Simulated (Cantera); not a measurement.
**Equilibrium for fluorocarbon and chlorocarbon gases: CF4 + CH4 + H2**

Input: 1 mol CF4, 0.5 mol CH4, 0.33 mol H2, at 2800 Pa.

These are equilibrium values from Cantera (NASA tables, ideal gas, pure condensed phases), not measurements of a reactor. Candidate condensed phases: C, C6H6, C7H8, C8H18; 95 gas species. Gases not in the tables: C2F6 and larger saturated fluorocarbons. Equilibrium is a limit: real reactors are often held back by kinetics, nucleation or transport.

| T (K) | x HF | x F | x CF2 | x CF | x CF4 | x CF3 | x H | n C(graphite) |
|---|---|---|---|---|---|---|---|---|
| 2423 | 0.750 | 0.135 | 0.102 | 0.00346 | 0.00745 | 0.00189 | 0.000106 | 1.09 |
| 2448 | 0.743 | 0.146 | 0.0989 | 0.00406 | 0.00534 | 0.00165 | 0.000131 | 1.11 |
| 2473 | 0.737 | 0.157 | 0.0952 | 0.00472 | 0.00378 | 0.00142 | 0.000162 | 1.12 |
| 2498 | 0.732 | 0.168 | 0.0908 | 0.00544 | 0.00264 | 0.00121 | 0.000201 | 1.14 |
| 2523 | 0.727 | 0.178 | 0.0860 | 0.00623 | 0.00183 | 0.00102 | 0.000250 | 1.15 |
| 2548 | 0.722 | 0.188 | 0.0808 | 0.00709 | 0.00125 | 0.000853 | 0.000310 | 1.17 |
| 2573 | 0.717 | 0.197 | 0.0755 | 0.00801 | 0.000852 | 0.000708 | 0.000385 | 1.18 |
| 2598 | 0.713 | 0.206 | 0.0701 | 0.00900 | 0.000577 | 0.000583 | 0.000477 | 1.20 |
| 2623 | 0.708 | 0.215 | 0.0648 | 0.0101 | 0.000388 | 0.000478 | 0.000592 | 1.21 |
| 2648 | 0.704 | 0.223 | 0.0596 | 0.0112 | 0.000260 | 0.000390 | 0.000733 | 1.23 |
| 2673 | 0.700 | 0.231 | 0.0546 | 0.0124 | 0.000174 | 0.000316 | 0.000906 | 1.24 |
x: gas mole fraction; n: condensed amount in mol.

From 2423 K to 2673 K the condensed part is C(graphite). The main C-bearing gas is CF2 throughout. The share of C in condensed phases is highest at 2673 K (82.7 %) and lowest at 2423 K (72.9 %).
